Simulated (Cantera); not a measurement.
A closed system holds: 1 mol TiC, 0.03 mol C, 0.48 mol N2, held at 10.0 mbar.

These are equilibrium values from Cantera (NASA tables, ideal gas, pure condensed phases), not measurements of a reactor. Candidate condensed phases: C, Ti, TiC, TiN; 26 gas species. Ions and electrons are included (thermal ionisation). TiC: taken at fixed stoichiometry. Kinetics and transport are ignored.

Q: At 3000 K, list the 7 most abundant gas species with their mole fractions, and the condensed phases.

A: N2 0.915, Ti 0.0335, CN 0.0260, C3 0.0181, C 0.00423, C2 0.00220, C2N2 0.000600. Condensed: TiC(s).
